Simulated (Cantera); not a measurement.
Charge: 1 mol Ti, 1.7 mol C3H8, 1.3 mol H2, 0.00012 mol Cl2, held at 0.0610 bar.

Equilibrium computed with Cantera from the NASA thermochemical tables; the gas is ideal and each condensed phase is pure. Candidate condensed phases: C, C6H6, C7H8, C8H18, Ti, TiC, TiCl2, TiCl3, TiCl4; 96 gas species. TiC: taken at fixed stoichiometry. Kinetics and transport are ignored.

x: gas mole fraction; n: condensed amount in mol.

| T (K) | x H2 | x H | x C2H2 (acetylene) | x CH4 | x HCl | x CH3 | n C(graphite) | n TiC(s) |
|---|---|---|---|---|---|---|---|---|
| 1625 | 1.000 | 0.000286 | 3.55e-5 | … | 2.96e-5 | 5.21e-7 | 4.10 | 1.00 |
| 1675 | 0.999 | 0.000470 | 5.80e-5 | … | 2.96e-5 | 7.02e-7 | 4.10 | 1.00 |
| 1725 | 0.999 | 0.000752 | 9.21e-5 | … | 2.96e-5 | 9.30e-7 | 4.10 | 1.00 |
| 1775 | 0.999 | 0.00117 | 0.000142 | … | 2.96e-5 | 1.21e-6 | 4.10 | 1.00 |
| 1825 | 0.998 | 0.00178 | 0.000214 | … | 2.96e-5 | 1.55e-6 | 4.10 | 1.00 |
| 1875 | 0.997 | 0.00265 | 0.000316 | … | 2.95e-5 | 1.96e-6 | 4.09 | 1.00 |
| 1925 | 0.996 | 0.00386 | 0.000456 | … | 2.95e-5 | 2.45e-6 | 4.09 | 1.00 |
| 1975 | 0.994 | 0.00552 | 0.000645 | … | 2.94e-5 | 3.02e-6 | 4.09 | 1.00 |
| 2025 | 0.991 | 0.00776 | 0.000897 | … | 2.93e-5 | 3.68e-6 | 4.09 | 1.00 |
| 2075 | 0.988 | 0.0107 | 0.00123 | … | 2.92e-5 | 4.43e-6 | 4.08 | 1.00 |
| 2125 | 0.984 | 0.0146 | 0.00165 | … | 2.91e-5 | 5.28e-6 | 4.07 | 1.000 |
| 2175 | 0.978 | 0.0195 | 0.00218 | … | 2.89e-5 | 6.23e-6 | 4.06 | 1.000 |

Q: What belongs in the gaps?

A: 
- 1625, x CH4: 8.96e-5
- 1675, x CH4: 7.34e-5
- 1725, x CH4: 6.08e-5
- 1775, x CH4: 5.09e-5
- 1825, x CH4: 4.31e-5
- 1875, x CH4: 3.67e-5
- 1925, x CH4: 3.16e-5
- 1975, x CH4: 2.74e-5
- 2025, x CH4: 2.38e-5
- 2075, x CH4: 2.09e-5
- 2125, x CH4: 1.84e-5
- 2175, x CH4: 1.62e-5
